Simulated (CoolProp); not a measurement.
Vapour-liquid equilibrium of benzene (1) + m-xylene (2) at 336.2 K; x and y are mole fractions of (1).

The numbers come from the multi-fluid Helmholtz-energy mixture model, Thol 2012 and Zhou 2012; pair parameters Bell 2016 in CoolProp.

```
x     bubble pressure (kPa)  y at the bubble point  dew pressure at overall composition x (kPa)  liquid density (mol/L)
----  ---------------------  ---------------------  -------------------------------------------  ----------------------
0.05                  10.18                  0.294                                        7.890                   7.895
0.15                  15.31                  0.578                                        8.690                   8.123
0.25                  20.34                  0.718                                        9.670                   8.363
0.35                  25.30                  0.802                                        10.90                   8.615
0.45                  30.26                  0.859                                        12.48                   8.882
0.55                  35.24                  0.900                                        14.59                   9.164
0.65                  40.26                  0.931                                        17.56                   9.461
0.75                  45.32                  0.956                                        22.01                   9.777
0.85                  50.43                  0.976                                        29.39                   10.11
0.95                  55.56                  0.993                                        43.92                   10.47
```

No azeotrope shows between x = 0.05 and 0.95.

Pair parameters are fitted to limited data, so mixtures are less certain than the pure fluids. The gap from Raoult's law changes sign with composition, which may be real or a fault of the pair parameters; it wasn't checked against measurements.
